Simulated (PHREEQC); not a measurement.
Na2SO4 is added in steps, without added water, to 1 kg of water holding 0.0018 mol/kgw Pb(NO3)2, at 50 °C. O2 is buffered at 0.21 atm. The system is closed to CO2. The run lets Anglesite, Pb(OH)2 precipitate or redissolve, and no other solid.

Base run: PHREEQC, ion-association model, phreeqc.dat. Each further column changes one thing. The table gives SO4-2 (mol/kgw).

```tsv
Na2SO4 added (mol)	base	temperature from 50 to 55 °C	Pb(NO3)2 replaced by Ba(NO3)2 at the same molality	diluted 5-fold with water	no solid may form
0	0	0	0	0	0
0.00045	3.04e-5	3.21e-5	3.15e-7	0.000228	0.000309
0.000675	3.57e-5	3.78e-5	3.73e-7	0.000396	0.000471
0.001125	5.57e-5	5.88e-5	6.05e-7	0.000803	0.000808
0.00135	7.67e-5	8.07e-5	8.93e-7	0.00102	0.000982
0.0018	0.000200	0.000206	1.97e-5	0.00145	0.00134
0.00225	0.000522	0.000527	0.000443	0.00188	0.00171
0.002475	0.000722	0.000725	0.000662	0.00210	0.00189
0.002925	0.00114	0.00114	0.00110	0.00253	0.00227
0.00315	0.00135	0.00135	0.00132	0.00274	0.00246
0.0036	0.00178	0.00178	0.00175	0.00317	0.00285
```

Constants without temperature data keep their 25 °C values here. The database's Pb(OH)2 solid is less soluble than what usually precipitates. In at least one series the solution becomes supersaturated in solids that the run did not let form, among them Anglesite, Pb(OH)2. Solids allowed in the column 'Pb(NO3)2 replaced by Ba(NO3)2 at the same molality': Barite.
